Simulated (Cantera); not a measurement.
Input: 1 mol SiH2Cl2, 4.2 mol NH3, at 1500 K and 13.5 Torr.

Cantera equilibrium calculation (NASA polynomials, part measured and part estimated; ideal gas, pure solids and liquids). The tables' values for SiCl3 are old estimates; treat these amounts as uncertain. Equilibrium is a limit: real reactors are often held back by kinetics, nucleation or transport.

```tsv
species	before	after
H2	0.655	0.651
HCl	0.180	0.194
N2	0.154	0.150
SiCl2	0.0105	0.00329
H	0.000106	3.89e-5
SiCl4	0.000184	0.000498
Cl	2.35e-5	9.33e-6
SiHCl3	6.94e-5	0.000173
SiCl3	0.000780	0.000718
Si3N4(s), mol	0.296	0.318
```
Gas species are given as mole fractions.

### Question
What was changed between the two runs?
A. pressure from 13.5 Torr to 100 Torr
B. NH3 from 4.2 to 0.87 mol
C. temperature from 1500 K to 823.15 K
D. SiH2Cl2 replaced by SiHCl3

### Answer
A, pressure from 13.5 Torr to 100 Torr
